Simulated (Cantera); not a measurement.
# Hydrocarbon pyrolysis for carbon deposition

An isothermal, constant-pressure homogeneous reactor starts with C2H6 : N2 = 4.2 : 53 (molar parts), at 1700 K and 0.168 atm.

Detailed kinetics in Cantera: GRI-Mech 3.0 (53 species, 325 reactions). GRI-Mech 3.0 stops at C3 and has no aromatics, soot or wall deposition, so with more carbon than oxygen in the feed, carbon stays in small species such as C2H2 where larger ones or solid carbon would form.

```json
[
 {"t (s)": "1.00e-5", "x C2H6": "0.0699", "x C2H2": "1.84e-7", "x C2H": "2.59e-12", "x CH2": "4.31e-6", "x CH3": "0.00513"},
 {"t (s)": "4.61e-5", "x C2H6": "0.0472", "x C2H2": "0.000487", "x C2H": "8.26e-8", "x CH2": "3.30e-5", "x CH3": "0.0138"},
 {"t (s)": "0.000213", "x C2H6": "0.00388", "x C2H2": "0.0198", "x C2H": "1.22e-6", "x CH2": "2.16e-5", "x CH3": "0.00584"},
 {"t (s)": "0.000980", "x C2H6": "7.18e-5", "x C2H2": "0.0451", "x C2H": "5.43e-7", "x CH2": "1.59e-6", "x CH3": "0.000915"},
 {"t (s)": "0.00452", "x C2H6": "1.27e-5", "x C2H2": "0.0536", "x C2H": "2.69e-7", "x CH2": "3.07e-7", "x CH3": "0.000367"},
 {"t (s)": "0.0208", "x C2H6": "8.23e-6", "x C2H2": "0.0559", "x C2H": "2.62e-7", "x CH2": "2.36e-7", "x CH3": "0.000297"},
 {"t (s)": "0.0960", "x C2H6": "3.12e-6", "x C2H2": "0.0593", "x C2H": "2.92e-7", "x CH2": "1.61e-7", "x CH3": "0.000186"},
 {"t (s)": "0.443", "x C2H6": "3.38e-7", "x C2H2": "0.0625", "x C2H": "3.37e-7", "x CH2": "6.16e-8", "x CH3": "6.30e-5"},
 {"t (s)": "2.04", "x C2H6": "1.91e-8", "x C2H2": "0.0636", "x C2H": "3.56e-7", "x CH2": "1.51e-8", "x CH3": "1.47e-5"},
 {"t (s)": "9.41", "x C2H6": "3.58e-9", "x C2H2": "0.0638", "x C2H": "3.59e-7", "x CH2": "5.63e-9", "x CH3": "5.42e-6"},
 {"t (s)": "43.4", "x C2H6": "3.27e-9", "x C2H2": "0.0638", "x C2H": "3.59e-7", "x CH2": "5.26e-9", "x CH3": "5.06e-6"},
 {"t (s)": "200", "x C2H6": "3.26e-9", "x C2H2": "0.0638", "x C2H": "3.59e-7", "x CH2": "5.26e-9", "x CH3": "5.06e-6"}
]
```
x: mole fraction; the columns are a selection and need not sum to one.

Equilibrium at this temperature and pressure: C2H6 1.26e-9, C2H2 0.0244, C2H 1.37e-7, CH2 3.26e-9, CH3 3.14e-6 (gas phase only).
